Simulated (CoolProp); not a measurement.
Values from CoolProp's reference Helmholtz-energy equation of state, Jacobsen 1992.

Question: Give the vapour pressure (MPa), vapour Z, liquid conductivity (mW/(m K)) of saturated R11 at 319.1, 392.2 K.

Answer: 
```csv
T (K),p (MPa),vapour Z,liquid conductivity (mW/(m K))
319.1,0.209,0.940,80.9
392.2,1.21,0.794,61.1
```

Thermal conductivity comes from a separate model (McLinden 2000), an estimate that may be off by 10 % or more.
